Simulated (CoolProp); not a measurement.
Vinyl chloride along the isobar 8.22 MPa: density (kg/m³) from the reference equation and from simpler models built on Tc = 425.0 K, pc = 5.600 MPa, ω = 0.160; each cubic takes its own stable root.

Model: reference Helmholtz-energy equation of state, Thol 2022, in CoolProp.

| T (K) | phase | reference |
|---|---|---|
| 172.3 | liquid | 1130 |
| 185.9 | liquid | 1106 |
| 199.4 | liquid | 1082 |
| 212.9 | liquid | 1059 |
| 226.4 | liquid | 1037 |
| 239.9 | liquid | 1014 |
| 253.5 | liquid | 991.2 |
| 267 | liquid | 968.6 |
| 280.5 | liquid | 945.7 |
| 294 | liquid | 922.5 |
| 307.5 | liquid | 898.8 |
| 321.1 | liquid | 874.3 |

### Question
How far does each simpler model (van der Waals, Soave-Redlich-Kwong, Peng-Robinson) lie from the reference over these 12 states: mean and median of the absolute difference, and the worst?

### Answer
- van der Waals: mean 36.7 %, median 36.6 %, worst -38.9 % at 172.3 K and 8.22 MPa
- Soave-Redlich-Kwong: mean 7.1 %, median 6.7 %, worst -9.5 % at 172.3 K and 8.22 MPa
- Peng-Robinson: mean 4.6 %, median 5.2 %, worst +5.9 % at 294 K and 8.22 MPa
